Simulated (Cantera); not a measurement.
A Cantera script and its output.

```python
import numpy as np
import cantera as ct

surf = ct.Interface("diamond.yaml", "diamond_100")
gas, bulk = surf.adjacent["gas"], surf.adjacent["diamond"]
k = surf.kinetics_species_index(bulk.species_names[0])
cover = ["c6HH", "c6H*", "c6*H", "c6**", "c6HM", "c6B"]

rows, drift = [], 0.0
print(f"{'T':>10s}{'um/h':>11s}" + "".join(f"{s:>11s}" for s in cover))
for v in [950, 1000, 1050, 1100, 1150, 1200, 1250, 1300, 1350, 1400]:
    T, P, xH, xCH3 = v, 1400, 0.018, 0.00036
    gas.TPX = T, P, {"H": xH, "CH3": xCH3, "CH4": 0.027, "H2": 1 - xH - xCH3 - 0.027}
    surf.TP = bulk.TP = T, P
    surf.coverages = "c6H*:0.1, c6HH:0.9"
    surf.advance_coverages(100.0)
    before = surf.coverages
    surf.advance_coverages(100.0)
    drift = max(drift, np.max(np.abs(surf.coverages - before) / (surf.coverages + 1e-9)))
    rate = surf.net_production_rates[k] * bulk.mean_molecular_weight / bulk.density * 3.6e9
    rows.append([rate, *surf[cover].coverages])
    print(f"{v:10.4g}{rate:11.4e}" + "".join(f"{x:11.3e}" for x in rows[-1][1:]))
```

Output:

```
         T       um/h       c6HH       c6H*       c6*H       c6**       c6HM        c6B
       950 2.0397e+00  6.325e-01  1.394e-02  3.298e-01  6.584e-03  1.315e-02  5.535e-09
      1000 2.5447e+00  5.883e-01  1.811e-02  3.697e-01  9.619e-03  1.038e-02  6.905e-09
      1050 2.9289e+00  5.464e-01  2.273e-02  4.060e-01  1.349e-02  7.860e-03  7.948e-09
      1100 2.9467e+00  5.073e-01  2.773e-02  4.385e-01  1.825e-02  5.346e-03  7.996e-09
      1150 2.4659e+00  4.710e-01  3.300e-02  4.670e-01  2.395e-02  3.037e-03  6.691e-09
      1200 1.7914e+00  4.374e-01  3.842e-02  4.911e-01  3.056e-02  1.428e-03  4.861e-09
      1250 1.3190e+00  4.062e-01  4.387e-02  5.106e-01  3.800e-02  5.968e-04  3.579e-09
      1300 1.1281e+00  3.776e-01  4.929e-02  5.261e-01  4.624e-02  2.389e-04  3.061e-09
      1350 1.1064e+00  3.517e-01  5.461e-02  5.380e-01  5.517e-02  9.496e-05  3.002e-09
      1400 1.0933e+00  3.282e-01  5.979e-02  5.468e-01  6.474e-02  3.753e-05  2.967e-09
```

Cantera simulation using the Harris–Goodwin 1993 mechanism for the reconstructed diamond (100) surface; the numbers are that mechanism's predictions, not measurements.
